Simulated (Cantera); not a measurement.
**Counterflow diffusion flame**

A counterflow diffusion flame at 1.00 bar, nozzles 20 mm apart: fuel side C3H8 = 1 (molar parts) at 573 K, oxidiser side O2 : N2 = 0.21 : 0.79 (molar parts) at 725 K, fuel mass flux 1.2 times the oxidiser's; mixture-averaged transport, no radiation.

Detailed kinetics in Cantera: GRI-Mech 3.0 (53 species, 325 reactions). GRI-Mech 3.0 was tuned for natural gas; its chemistry of propane as a main component is partial and can be far from experiment. GRI-Mech 3.0 has no aromatics or soot, which form on the fuel side of real flames. The maximum strain rate includes the flame's own expansion and is several times the mean.

```
oxidiser flux (kg/m²/s)  max strain (1/s)  mean strain (1/s)  T max (K)  peak x OH  peak x H  peak x NO  peak x CO  peak x C2H2
-----------------------  ----------------  -----------------  ---------  ---------  --------  ---------  ---------  -----------
0.25                                  241               42.3       2208    0.00971   0.00525   0.000405     0.0799       0.0506
0.32                                  303               54.2       2193    0.00970   0.00549   0.000385     0.0792       0.0493
0.4                                   374               67.7       2180    0.00970   0.00573   0.000367     0.0787       0.0481
0.51                                  468               86.3       2167    0.00968   0.00598   0.000346     0.0782       0.0468
0.65                                  587                110       2153    0.00964   0.00624   0.000326     0.0778       0.0454
0.82                                  730                139       2139    0.00959   0.00649   0.000305     0.0775       0.0441
1                                     877                169       2127    0.00951   0.00668   0.000286     0.0772       0.0429
1.3                                  1120                220       2110    0.00936   0.00691   0.000258     0.0769       0.0412
1.7                                  1430                288       2091    0.00915   0.00712   0.000229     0.0769       0.0392
```
x: mole fraction; the columns are a selection and need not sum to one.
